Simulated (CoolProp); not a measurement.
Saturation properties of cyclopropane (Tc = 125.5 °C, pc = 5.605 MPa, ω = 0.131).

Model: reference Helmholtz-energy equation of state, Polt 1992, in CoolProp. This equation is an older, rougher fit; its heat capacities, sound speeds and derivatives of the liquid may be far off and weren't checked against measurements.

```csv
T (°C),p (MPa),liquid density (kg/m³),enthalpy of vaporisation (kJ/kg),vapour Z,surface tension (mN/m)
16.25,0.5678,632.4,416.0,0.8887,12.4
19.85,0.6289,627.0,410.4,0.8810,11.9
23.45,0.6948,621.5,404.9,0.8729,11.3
27.05,0.7655,615.9,399.4,0.8645,10.8
30.65,0.8414,610.2,393.8,0.8558,10.3
34.25,0.9227,604.4,388.1,0.8468,9.78
37.75,1.007,598.6,382.5,0.8377,9.28
41.35,1.100,592.6,376.6,0.8280,8.78
44.95,1.198,586.5,370.5,0.8180,8.29
```

Surface tension comes from a separate correlation (Mulero 2014).
